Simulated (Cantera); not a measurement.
Input: 1 mol Al₂O₃, 280 mol H₂, 0.46 mol N₂, equilibrated at 1598.15 K and 1.88 Torr.

Equilibrium computed with Cantera from the NASA thermochemical tables; the gas is ideal and each condensed phase is pure. Candidate condensed phases: Al, AlN, Al₂O₃, H₂O; 35 gas species. Rates play no part.

Base state: H₂ 0.997, N₂ 0.00164, H 0.00106 (mole fractions); condensed: Al₂O₃(s).

Question: What changes in the equilibrium state with this change: temperature from 1598.15 K to 1550 K?

Answer: 
```tsv
species	before	after
H₂	0.997	0.998
N₂	0.00164	0.00164
H	0.00106	0.000629
Al₂O₃(s), mol	0.999	1.000
```

Question: What changes in the equilibrium state with this change: pressure from 1.88 Torr to 9.00 Torr?

Answer: 
| species | before | after |
|---|---|---|
| H₂ | 0.997 | 0.998 |
| N₂ | 0.00164 | 0.00164 |
| H | 0.00106 | 0.000486 |
| Al₂O₃(s), mol | 0.999 | 1.000 |
